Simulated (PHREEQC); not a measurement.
Make-up at 20 °C: 0.28 mol/kgw ZnSO4, 0.0011 mol/kgw CaCl2 and 0.03 mol/kgw NaCl. Closed to the air; pH follows from the charge balance.

Computed with PHREEQC (ion-association model, wateq4f.dat).

This is a speciation only: nothing precipitates in the calculation.

Question: Order these Zn species by the share of Zn that they hold, largest first: ZnSO4, Zn(SO4)2-2, ZnCl+, Zn+2.

Answer: Zn+2 (46 %), ZnSO4 (35 %), Zn(SO4)2-2 (18 %), ZnCl+ (0.73 %)

Question: Order these Cl species by the share of Cl that they hold, largest first: Cl-, ZnCl2, ZnCl+.

Answer: Cl- (94 %), ZnCl+ (6.3 %), ZnCl2 (0.14 %)

The pH is 5.42 and the ionic strength 0.547 mol/kgw.
